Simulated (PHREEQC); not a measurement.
## Buffer

Solution (25 °C): 0.11 mol/kgw KHCO3 and 0.0027 mol/kgw KOH. Closed to the air; pH follows from the charge balance.

All values are PHREEQC results (ion-association model, wateq4f.dat), not measurements.

The pH is 8.49 and the ionic strength comes out as 0.116 mol/kgw. The total alkalinity is 113 meq/kg.

```json
[
 {"species": "K+", "molality": "0.113", "activity": "0.0849", "log γ": "-0.123"},
 {"species": "HCO3-", "molality": "0.106", "activity": "0.0827", "log γ": "-0.108"},
 {"species": "CO3-2", "molality": "0.00328", "activity": "0.00121", "log γ": "-0.433"},
 {"species": "CO2", "molality": "0.000583", "activity": "0.000599", "log γ": "0.012"},
 {"species": "OH-", "molality": "4.15e-6", "activity": "3.11e-6", "log γ": "-0.125"},
 {"species": "H+", "molality": "3.91e-9", "activity": "3.21e-9", "log γ": "-0.087"}
]
```

Precipitation was switched off in this run. Complexes and solids missing from the database can't appear.
